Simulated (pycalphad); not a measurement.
Source of the numbers: pycalphad with the COST 507 light-alloy database (1999); pressure 1 atm. The database dates from 1999; later assessments differ in places, in temperatures and in the compounds included. Amounts are mole fractions of atoms.

Give the equilibrium state of Al-0.54Si-8.6C (at.%) at 1810 K.

liquid, fraction 0.806, with 0.66 Si, 0.38 C at.%; AL4C3, fraction 0.194, with 0.03 Si, 42.9 C at.%.

Give the equilibrium state of Al-0.54Si-8.6C (at.%) at 650 K.

fcc, fraction 0.801, with <0.01 Si, <0.01 C at.%; AL4C3, fraction 0.113, with <0.01 Si, 42.9 C at.%; AL8SIC7, fraction 0.086, with 6.2 Si, 43.7 C at.%.

Database names, with the compositions (at.%) that they take in these runs: AL4C3: Al 57 C 43; AL8SIC7: Al 50 C 44 Si 6.
